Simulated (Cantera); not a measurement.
An isothermal, constant-pressure homogeneous reactor starts with 0.763 % C₂H₆, 99.2 % N₂, at 1825 K and 71.3 Torr.

Detailed kinetics in Cantera: GRI-Mech 3.0 (53 species, 325 reactions). GRI-Mech 3.0 stops at C3 and has no aromatics, soot or wall deposition, so with more carbon than oxygen in the feed, carbon stays in small species such as C2H2 where larger ones or solid carbon would form.

x: mole fraction; the columns are a selection and need not sum to one.

| t (s) | x C₂H₆ | x C₂H | x HCN | x H₂ | x H |
|---|---|---|---|---|---|
| 2.00e-5 | 0.00628 | 1.01e-12 | 6.52e-10 | 2.31e-5 | 3.97e-5 |
| 0.000100 | 0.00190 | ___ | 5.50e-6 | 0.00224 | 0.000769 |
| 0.000502 | 8.47e-6 | ___ | 5.37e-5 | 0.0111 | 0.000748 |
| 0.00252 | 4.59e-7 | ___ | 7.95e-5 | 0.0138 | 0.000319 |
| 0.0126 | 6.35e-8 | ___ | 9.24e-5 | 0.0144 | 0.000180 |
| 0.0632 | 1.03e-8 | ___ | 0.000103 | 0.0147 | 0.000142 |
| 0.317 | 7.50e-10 | ___ | 0.000122 | 0.0149 | 0.000156 |
| 1.59 | 6.44e-12 | 8.29e-7 | 0.000141 | 0.0149 | 0.000171 |
| 7.96 | <1e-12 | 8.50e-7 | 0.000145 | 0.0149 | 0.000176 |
| 39.9 | <1e-12 | 8.51e-7 | 0.000147 | 0.0149 | 0.000176 |
| 200 | <1e-12 | 8.50e-7 | 0.000155 | 0.0149 | 0.000176 |

Q: Complete the blanks.

A: 
- 0.000100, x C₂H: 5.31e-7
- 0.000502, x C₂H: 3.52e-6
- 0.00252, x C₂H: 1.58e-6
- 0.0126, x C₂H: 8.84e-7
- 0.0632, x C₂H: 6.93e-7
- 0.317, x C₂H: 7.54e-7
